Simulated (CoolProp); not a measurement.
Vapour-liquid equilibrium of n-pentane (1) + acetone (2) at 0.886 bar; x and y are mole fractions of (1).

The numbers come from the multi-fluid Helmholtz-energy mixture model, Thol 2019 and Lemmon 2006; pair parameters Bell 2016 in CoolProp.

| x | bubble temperature, mixture model (K) | bubble temperature, Raoult's law (K) | y, mixture model | y, Raoult's law |
|---|---|---|---|---|
| 0.05 | 317.4 | 324.1 | 0.275 | 0.092 |
| 0.2 | 306.7 | 320.4 | 0.569 | 0.330 |
| 0.35 | 303.5 | 317.0 | 0.648 | 0.519 |
| 0.5 | 302.5 | 314.0 | 0.682 | 0.671 |
| 0.65 | 302.0 | 311.1 | 0.711 | 0.793 |
| 0.8 | 302.0 | 308.5 | 0.764 | 0.893 |
| 0.95 | 303.7 | 306.1 | 0.902 | 0.976 |

The largest gap from Raoult's law is -13.7 K in bubble temperature, at x = 0.2. y crosses x between x = 0.65 and 0.8: the model has an azeotrope there.

Pair parameters are fitted to limited data, so mixtures are less certain than the pure fluids.
